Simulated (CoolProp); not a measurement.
Vapour-liquid equilibrium of isohexane (1) + benzene (2) at 1.01 MPa; x and y are mole fractions of (1).

Model: multi-fluid Helmholtz-energy mixture model, Lemmon 2006 and Thol 2012; pair parameters Bell 2016, in CoolProp.

Problem. Give the bubble temperature and the first vapour's composition at x = 0.05, 0.35, 0.65. Is there an azeotrope?

Solution. x = 0.05: 176.1 °C, y = 0.087; x = 0.35: 165.3 °C, y = 0.441; x = 0.65: 159.8 °C, y = 0.698. No azeotrope shows between x = 0.05 and 0.95.

Pair parameters are fitted to limited data, so mixtures are less certain than the pure fluids.
